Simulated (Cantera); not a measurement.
Adiabatic ignition

An adiabatic, constant-pressure homogeneous reactor starts with CO : H2 : CH4 : O2 : N2 = 1 : 0.35 : 1.1 : 1.69 : 8 (molar parts), equivalence ratio 1.7, at 1350 K and 1.38 atm.

Detailed kinetics in Cantera: GRI-Mech 3.0 (53 species, 325 reactions).

```csv
t (s),T (K),x CO,x H2,x CH4,x C2H6,x O
6.00e-6,1350,0.0824,0.0288,0.0906,3.88e-12,4.28e-9
1.26e-5,1350,0.0824,0.0288,0.0906,4.79e-11,5.46e-9
2.64e-5,1350,0.0824,0.0288,0.0906,6.39e-10,8.61e-9
5.53e-5,1350,0.0824,0.0288,0.0906,1.13e-8,1.91e-8
0.000116,1350,0.0824,0.0288,0.0906,3.64e-7,7.19e-8
0.000243,1351,0.0824,0.0288,0.0904,2.89e-5,4.48e-7
0.000510,1358,0.0823,0.0285,0.0890,0.000448,8.58e-7
0.00107,1395,0.0829,0.0286,0.0831,0.00162,1.75e-6
0.00224,2523,0.123,0.0622,<1e-12,<1e-12,0.000248
0.00470,2533,0.123,0.0624,1.21e-12,<1e-12,0.000182
0.00986,2531,0.123,0.0625,1.23e-12,<1e-12,0.000180
0.0207,2531,0.123,0.0626,1.24e-12,<1e-12,0.000179
0.0434,2530,0.123,0.0626,1.24e-12,<1e-12,0.000179
0.0910,2530,0.123,0.0626,1.24e-12,<1e-12,0.000179
0.191,2530,0.123,0.0626,1.24e-12,<1e-12,0.000179
0.400,2530,0.123,0.0626,1.24e-12,<1e-12,0.000179
```
x: mole fraction; the columns are a selection and need not sum to one.

- time of steepest temperature rise: 1.55 ms
- temperature at 0.400 s: 2530 K
- equilibrium temperature: 2530 K
- x(CO) at 0.400 s: 0.123 (gas-phase equilibrium 0.123)
- x(H2) at 0.400 s: 0.0626 (gas-phase equilibrium 0.0626)
- x(CH4) at 0.400 s: 1.24e-12 (gas-phase equilibrium 1.41e-12)
